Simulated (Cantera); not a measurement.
# Iron carbonyl, mercury and lead vapours: Pb + CO + N₂

Charge: 1 mol Pb, a varied amount of CO, 3.2 mol N₂, at 1600 K and 33000 Pa.

Method: chemical equilibrium by Gibbs-energy minimisation in Cantera with the NASA 1993 tables (ideal gas, pure condensed phases). Candidate condensed phases: C, Pb, PbO, PbO₂, Pb₃O₄; 27 gas species. Equilibrium is a limit: real reactors are often held back by kinetics, nucleation or transport.

```
n(CO) (mol)  log p N₂  log p CO  log p Pb  log p Pb₂  log p CO₂  n Pb(l)
-----------  --------  --------  --------  ---------  ---------  -------
0.72            -0.66     -1.31     -1.22      -4.34      -6.15    0.117
0.88            -0.68     -1.24     -1.22      -4.34      -6.01   0.0811
1.1             -0.70     -1.16     -1.22      -4.34      -5.86   0.0315
1.3             -0.72     -1.11     -1.22      -4.35      -5.75        0
1.6             -0.74     -1.04     -1.25      -4.39      -5.62        0
2               -0.77     -0.97     -1.27      -4.45      -5.48        0
2.5             -0.80     -0.91     -1.31      -4.52      -5.36        0
3               -0.83     -0.86     -1.34      -4.58      -5.26        0
3.7             -0.87     -0.81     -1.38      -4.66      -5.16        0
4.6             -0.92     -0.76     -1.43      -4.75      -5.06        0
5.7             -0.97     -0.72     -1.48      -4.86      -4.98        0
```
log p: log10 of the partial pressure in bar; n: condensed amount in mol.

From 0.72 mol CO to 1.1 mol CO the condensed part is Pb(l). From 1.3 mol CO to 5.7 mol CO nothing is condensed. The main Pb-bearing gas is Pb throughout.
